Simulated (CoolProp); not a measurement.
Vapour-liquid equilibrium of methanol (1) + benzene (2) at 141.85 °C; x and y are mole fractions of (1).

Model: multi-fluid Helmholtz-energy mixture model, de Reuck 1993 and Thol 2012; pair parameters Bell 2016, in CoolProp.

Q: Give the bubble pressure and the first vapour's composition at x = 0.575, 0.65, 0.95. Is there an azeotrope?

A: x = 0.575: 1.125 MPa, y = 0.675; x = 0.65: 1.144 MPa, y = 0.711; x = 0.95: 1.154 MPa, y = 0.943. y crosses x between x = 0.8 and 0.875: the model has an azeotrope there.

Pair parameters are fitted to limited data, so mixtures are less certain than the pure fluids.
